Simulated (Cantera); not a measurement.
Input (Python, Cantera):

```python
import numpy as np
import cantera as ct

gas = ct.Solution("gri30.yaml")
gas.TPX = 1723, 101325, {'CH4': 1, 'O2': 3.23, 'N2': 12.1}
reactor = ct.IdealGasReactor(gas, energy="on", clone=False)
net = ct.ReactorNet([reactor])
net.rtol, net.atol = 1e-08, 1e-16
show = ['CH4', 'O2', 'N2O', 'HCN', 'NO2']
times = np.geomspace(1e-06, 7, 12)

steps = ct.SolutionArray(gas, extra=["t"])
rows = []
print(f"{'t/s':>10s}{'T/K':>9s}{'P/Pa':>11s}" + "".join(f"{s:>11s}" for s in show))
for t in times:
    while net.time < t:
        t_next = net.step()
        steps.append(gas.state, t=t_next)
    rows.append([np.interp(t, steps.t, y) for y in (steps.T, steps.P, *steps(*show).X.T)])
    print(f"{t:10.3e}{rows[-1][0]:9.1f}{rows[-1][1]:11.4g}" + "".join(f"{x:11.3e}" for x in rows[-1][2:]))
rate = np.gradient(steps.T, steps.t)
print("integrator steps:", len(steps.t))
if steps.T.max() > steps.T[0] + 200:
    print(f"time of steepest temperature rise: {steps.t[rate.argmax()]:.4e} s")
gas.TPX = 1723, 101325, {'CH4': 1, 'O2': 3.23, 'N2': 12.1}
gas.equilibrate("UV")
print(f"equilibrium (UV): T = {gas.T:.1f} K  " + "  ".join(f"{s} {gas[s].X[0]:.3e}" for s in show))
```

Result:

```
       t/s      T/K       P/Pa        CH4         O2        N2O        HCN        NO2
 1.000e-06   1723.0  1.013e+05  6.123e-02  1.978e-01  2.654e-12  4.427e-17  4.235e-20
 4.191e-06   1722.9  1.013e+05  6.122e-02  1.978e-01  2.116e-11  1.141e-15  8.211e-18
 1.756e-05   1722.8  1.013e+05  6.116e-02  1.978e-01  2.454e-10  2.695e-14  9.517e-16
 7.359e-05   1723.7  1.014e+05  6.029e-02  1.973e-01  3.279e-09  1.568e-12  1.815e-13
 3.084e-04   2798.6  1.694e+05  1.074e-16  7.414e-02  1.120e-06  8.843e-11  1.142e-06
 1.292e-03   2791.8  1.687e+05  1.095e-16  6.884e-02  1.248e-06  2.096e-10  7.052e-06
 5.416e-03   2785.4  1.682e+05  1.089e-16  6.649e-02  1.334e-06  2.555e-10  9.586e-06
 2.270e-02   2785.3  1.682e+05  1.089e-16  6.647e-02  1.335e-06  2.557e-10  9.600e-06
 9.512e-02   2785.3  1.682e+05  1.089e-16  6.647e-02  1.335e-06  2.557e-10  9.600e-06
 3.986e-01   2785.3  1.682e+05  1.089e-16  6.647e-02  1.335e-06  2.557e-10  9.600e-06
 1.670e+00   2785.3  1.682e+05  1.089e-16  6.647e-02  1.335e-06  2.557e-10  9.600e-06
 7.000e+00   2785.3  1.682e+05  1.089e-16  6.647e-02  1.335e-06  2.557e-10  9.600e-06
integrator steps: 1723
time of steepest temperature rise: 1.6617e-04 s
equilibrium (UV): T = 2785.3 K  CH4 1.535e-16  O2 6.647e-02  N2O 1.335e-06  HCN 2.557e-10  NO2 9.600e-06
```

Computed with Cantera and GRI-Mech 3.0 (53 species, 325 reactions).
